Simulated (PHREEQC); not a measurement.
Dissolve 1.5 mol/kgw K2CO3 and 1.05 mol/kgw KCl at 65 °C. Closed to the air; pH follows from the charge balance.

All values are PHREEQC results (Pitzer model, pitzer.dat), not measurements.

```json
{
  "pH": "11.41",
  "ionic_strength": "5.53 mol/kgw",
  "activity_of_water": "0.883",
  "density": "1.169 g/cm³",
  "osmotic_coefficient": "1.039",
  "total_alkalinity": "3000 meq/kg"
}
```

| species | molality | activity | log γ |
|---|---|---|---|
| K+ | 4.05 | 2.27 | -0.251 |
| CO3-2 | 1.48 | 0.237 | -0.796 |
| Cl- | 1.05 | 0.652 | -0.207 |
| OH- | 0.0202 | 0.0285 | 0.150 |
| HCO3- | 0.0202 | 0.0129 | -0.195 |
| CO2 | 7.36e-8 | 1.10e-7 | 0.175 |

This is a speciation only: nothing precipitates in the calculation. In brines, pH and single-ion activities rest on the MacInnes convention. Constants without temperature data keep their 25 °C values here.
